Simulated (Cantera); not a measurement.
# Equilibrium for silicon etching in halogen gases: Si + Br2 + H2

Input: 1 mol Si, 3.9 mol Br2, 34 mol H2, at 0.000610 bar.

These are equilibrium values from Cantera (NASA tables, ideal gas, pure condensed phases), not measurements of a reactor. Candidate condensed phases: Br2, Si; 19 gas species. The tables' values for SiBr3, SiBr are old estimates; treat these amounts as uncertain. Rates play no part.

From 675 K to 1375 K nothing is condensed. The main Si-bearing gas is SiBr4 at 675 K and SiBr2 at 1375 K.

```csv
T (K),log p H2,log p HBr,log p SiBr4,log p SiBr2,log p Br,log p SiBr3,log p SiHBr3
675,-3.28,-4.20,-4.78,-12.28,-11.78,-10.53,-8.02
775,-3.28,-4.20,-4.78,-9.45,-10.28,-8.80,-7.31
875,-3.28,-4.20,-4.79,-7.29,-9.11,-7.48,-6.77
975,-3.28,-4.17,-4.86,-5.71,-8.15,-6.52,-6.45
1075,-3.29,-4.08,-5.31,-4.98,-7.29,-6.22,-6.66
1175,-3.30,-4.04,-6.22,-4.82,-6.62,-6.46,-7.33
1275,-3.30,-4.04,-7.15,-4.80,-6.08,-6.81,-8.02
1375,-3.30,-4.04,-7.98,-4.80,-5.63,-7.13,-8.64
```
log p: log10 of the partial pressure in bar; nothing condenses.
